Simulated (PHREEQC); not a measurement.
Consider water at 25 °C with 28 mmol/kgw NiSO4, 60 mmol/kgw NaCl and 44 mmol/kgw MnSO4. Closed to the air; pH follows from the charge balance.

Computed with PHREEQC (ion-association model, wateq4f.dat).

Each row changes one thing in this solution. Precipitation was switched off in this run.

```csv
case,pH,ionic strength (mol/kgw),Cl- (mol/kgw),Na+ (mol/kgw),SO4-2 (mol/kgw),Mn+2 (mol/kgw),SI of Mirabilite (Na2SO4:10H2O),SI of Halite (NaCl)
as made,6.18,0.229,0.0573,0.0567,0.0418,0.0261,-3.60,-4.36
diluted 5-fold with water,6.31,0.0527,0.0118,0.0117,0.0101,0.00625,-5.26,-5.62
MnSO4 from 0.044 to 0.0396 mol/kgw,6.18,0.220,0.0574,0.0568,0.0396,0.0237,-3.61,-4.35
NiSO4 from 0.028 to 0.0252 mol/kgw,6.19,0.223,0.0573,0.0568,0.0405,0.0262,-3.60,-4.35
temperature from 25 to 50 °C,5.90,0.215,0.0576,0.0566,0.0384,0.0232,-4.73,-4.42
NiSO4 left out,6.42,0.171,0.0578,0.0575,0.0276,0.0278,-3.70,-4.32
```

Complexes and solids missing from the database can't appear. In wateq4f.dat the enthalpy of Ni(OH)2 has the wrong sign, so its saturation index can't be trusted away from 25 °C. Constants without temperature data keep their 25 °C values here.
